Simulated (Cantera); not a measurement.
A freely propagating, adiabatic, planar premixed flame of CO : H2 : CH4 : O2 : N2 = 1 : 0.37 : 0.038 : 0.46 : 2.2 (molar parts), equivalence ratio 1.7, unburnt at 423 K and 0.740 bar; mixture-averaged transport, grid criteria slope 0.08 and curve 0.16, no radiation.

Computed with Cantera and GRI-Mech 3.0 (53 species, 325 reactions). Burning velocities carry a grid error of a few per cent, more on coarse grids.

**Question.** Predict: laminar burning velocity; thermal thickness; peak x(C2H6); peak x(CH2).

**Answer.** 
```json
{
  "laminar_burning_velocity": "176 cm/s",
  "thermal_thickness": "0.620 mm",
  "peak x(C2H6)": "1.32e-6",
  "peak x(CH2)": "9.22e-7"
}
```
